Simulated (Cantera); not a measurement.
A closed system holds: 1 mol SiHCl₃, 31 mol N₂, equilibrated at 0.000320 bar.

Equilibrium computed with Cantera from the NASA thermochemical tables; the gas is ideal and each condensed phase is pure. Candidate condensed phases: NH₄Cl, Si, Si₃N₄; 28 gas species. The tables' values for SiCl, SiCl₃, SiN are old estimates; treat these amounts as uncertain. Equilibrium is a limit: real reactors are often held back by kinetics, nucleation or transport.

Task: At 1923 K, list the 4 most abundant gas species with their mole fractions, and the condensed phases.

Result: N₂ 0.927, SiCl₂ 0.0256, HCl 0.0214, Cl 0.0159. Condensed: gas only.
